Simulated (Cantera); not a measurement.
Input (Python, Cantera) and output of one run.

```python
import numpy as np
import cantera as ct

gas_names = """
    F F2 H HF H2 H2F2 H3F3 H4F4 H5F5 H6F6 H7F7 N NF NF2 NF3 NH NH2 NH3 N2 N2H2 N2H4 Si SiF SiF2 SiF3
    SiF4 SiH SiHF3 SiH2 SiH2F2 SiH3 SiH3F SiH4 SiN Si2 Si2N Si3
""".split()
cond_names = """
    Si(cr) Si(L) Si3N4(a)
""".split()


# ... load() reads the species with a 1 bar reference pressure and builds the phases ...
atoms = {
    'Si': {'Si': 1},
    'NF3': {'N': 1, 'F': 3},
    'N2': {'N': 2},
    'HF': {'H': 1, 'F': 1},
}
top_T = {'Si3N4(a)': 2400}  # K; cautious upper limits of use, not melting points


# ... equilibrate(T, P, feed) seeds the gas with the atoms and calls Mixture.equilibrate('TP', solver="vcs", rtol=1e-11, max_steps=5000) ...
results = []
feed = {'Si': 1, 'NF3': 0.67, 'N2': 2.4, 'HF': 5.8}  # mol
T = 1125  # K
P = 1333.22  # Pa
mix = equilibrate(T, P, feed)
results.append((T, P, feed, dict(zip(mix.species_names, mix.species_moles))))
x = sorted(zip(gas.X, gas.species_names), reverse=True)
print(f"T = {T:g} K  P = {P:g} Pa  gas = {mix.phase_moles(0):.4g} mol")
print("   x: " + "  ".join(f"{s} {v:.3e}" for v, s in x if v > 0.001))
print("   condensed (mol): " + ("  ".join(f"{mix.phase(i).name} {mix.phase_moles(i):.4g}"
      for i in range(1, mix.n_phases) if mix.phase_moles(i) > 1e-12) or "none"))
```

Result:

```
T = 1125 K  P = 1333.22 Pa  gas = 8.54 mol
   x: HF 4.461e-01  N2 3.203e-01  SiF4 1.171e-01  H2 1.165e-01
   condensed (mol): none
```

Method: chemical equilibrium by Gibbs-energy minimisation in Cantera with the NASA 1993 tables (ideal gas, pure condensed phases).
